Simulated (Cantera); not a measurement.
What does this Cantera script print?

```python
import numpy as np
import cantera as ct

gas_names = """
    CL CL2 H HCL H2 N NH NH2 NH3 N2 N2H2 N2H4 Si SiCL SiCL2 SiCL3 SiCL4 SiH SiHCL3 SiH2 SiH2CL2 SiH3
    SiH3CL SiH4 SiN Si2 Si2N Si3
""".split()
cond_names = """
    NH4CL(a) NH4CL(b) Si(cr) Si(L) Si3N4(a)
""".split()


# ... load() reads the species with a 1 bar reference pressure and builds the phases ...
atoms = {
    'Si3H8': {'Si': 3, 'H': 8},
    'HCl': {'H': 1, 'CL': 1},
    'N2': {'N': 2},
    'Cl2': {'CL': 2},
}
top_T = {'Si3N4(a)': 2400}  # K; cautious upper limits of use, not melting points


# ... equilibrate(T, P, feed) seeds the gas with the atoms and calls Mixture.equilibrate('TP', solver="vcs", rtol=1e-11, max_steps=5000) ...
results = []
feed = {'Si3H8': 1, 'HCl': 0.038, 'N2': 7.6, 'Cl2': 0.87}  # mol
T = 1200  # K
P = 46000  # Pa
mix = equilibrate(T, P, feed)
results.append((T, P, feed, dict(zip(mix.species_names, mix.species_moles))))
print(gas.report(threshold=1e-05))
for i in range(1, mix.n_phases):
    print(f"{mix.phase(i).name:16s} {mix.phase_moles(i):12.5e} mol")
```

It prints:

```
       temperature   1200 K
          pressure   46000 Pa
           density   0.10042 kg/m^3
  mean mol. weight   21.782 kg/kmol
   phase of matter   gas

                          1 kg             1 kmol
                     ---------------   ---------------
          enthalpy        5.3448e+05        1.1642e+07  J
   internal energy             76418        1.6645e+06  J
           entropy             10546         2.297e+05  J/K
    Gibbs function        -1.212e+07         -2.64e+08  J
 heat capacity c_p            1507.2             32830  J/K
 heat capacity c_v            1125.5             24516  J/K

                      mass frac. Y      mole frac. X     chem. pot. / RT
                     ---------------   ---------------   ---------------
               HCL           0.27321           0.16323           -36.601
                H2          0.027858             0.301           -19.955
               NH3        8.2976e-06        1.0612e-05           -43.311
                N2           0.68707           0.53422           -26.757
             SiCL3         0.0001761        2.8532e-05           -94.574
             SiCL4          0.011206         0.0014368            -121.2
            SiHCL3        0.00044819        7.2078e-05           -104.55
     [  +21 minor]        2.4911e-05        5.6786e-06

Si(cr)            0.00000e+00 mol
Si3N4(a)          9.94599e-01 mol
```

Cantera equilibrium calculation (NASA polynomials, part measured and part estimated; ideal gas, pure solids and liquids). The feed counts by its element totals alone. N2 is the only nitrogen source here; it is nearly inert below about 1500 K, so the nitride shown seldom forms there in practice. The tables' values for SiCl3 are old estimates; treat these amounts as uncertain.
